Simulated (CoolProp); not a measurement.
Ammonia along the isobar 133 bar: density (kg/m³) from the reference equation and from simpler models built on Tc = 405.6 K, pc = 113.6 bar, ω = 0.256; each cubic takes its own stable root.

Model: reference Helmholtz-energy equation of state, Gao 2020, in CoolProp.

| T (K) | phase | reference |
|---|---|---|
| 338.2 | liquid | 552.6 |
| 349.7 | liquid | 532.1 |
| 361.2 | liquid | 509.7 |
| 372.6 | liquid | 484.5 |
| 384.1 | liquid | 454.6 |
| 395.6 | liquid | 416.3 |
| 407 | supercritical | 356.1 |
| 418.5 | supercritical | 171.9 |
| 430 | supercritical | 121.7 |
| 441.4 | supercritical | 103.4 |
| 452.9 | supercritical | 92.35 |

Problem. How far does each simpler model (van der Waals, Redlich-Kwong, Peng-Robinson) lie from the reference over these 11 states: mean and median of the absolute difference, and the worst?

Solution. 
- van der Waals: mean 28.5 %, median 42.3 %, worst -45.2 % at 338.2 K and 133 bar
- Redlich-Kwong: mean 17.3 %, median 25.1 %, worst -28.2 % at 407 K and 133 bar
- Peng-Robinson: mean 10.6 %, median 12.0 %, worst -21.4 % at 407 K and 133 bar
